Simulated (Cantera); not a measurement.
Feed: 1 mol Si, 2.1 mol HCl, 0.51 mol H2, at 773.15 K and 0.100 bar.

These are equilibrium values from Cantera (NASA tables, ideal gas, pure condensed phases), not measurements of a reactor. Candidate condensed phases: Si; 19 gas species. The tables' values for SiCl3 are old estimates; treat these amounts as uncertain. Rates play no part.

**Question.** What is the equilibrium state?

**Answer.** 
| Quantity | Result |
|---|---|
| x(H2) | 0.729 |
| x(SiCl4) | 0.214 |
| x(SiHCl3) | 0.0541 |
| x(HCl) | 0.00182 |
| x(SiH2Cl2) | 0.00105 |
| x(SiCl3) | 7.92e-5 |
| x(SiH3Cl) | 4.64e-6 |
| x(SiCl2) | 4.25e-6 |
| n(Si(s)) | 0.447 mol |
| gas amount | 2.057 mol |
